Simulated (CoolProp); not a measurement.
Saturation properties of trans-2-butene (Tc = 428.6 K, pc = 4.019 MPa, ω = 0.210).

Values from CoolProp's reference Helmholtz-energy equation of state, Lemmon 2005. It is a short technical equation, of lower accuracy than the large ones.

```tsv
T (K)	p (MPa)	liquid density (kg/m³)	vapour density (kg/m³)	surface tension (mN/m)
332.3	0.6099	554.9	14.42	9.07
337.2	0.6880	548.0	16.25	8.52
342	0.7713	541.1	(withheld)	7.99
346.9	(withheld)	533.9	20.47	(withheld)
351.8	0.9646	526.5	22.93	6.92
356.7	1.074	518.8	25.64	6.39
361.6	1.192	510.8	28.64	5.88
366.4	1.316	502.7	31.89	5.38
371.3	1.453	494.1	35.57	(withheld)
376.2	1.600	485.1	39.67	4.39
```

Q: Complete the blanks.

A: 
- 342, vapour density (kg/m³): 18.24
- 346.9, p (MPa): 0.8640
- 346.9, surface tension (mN/m): 7.45
- 371.3, surface tension (mN/m): 4.88

It boils at 274.0 K under 1 atm.

Surface tension comes from a separate correlation (Mulero 2014).
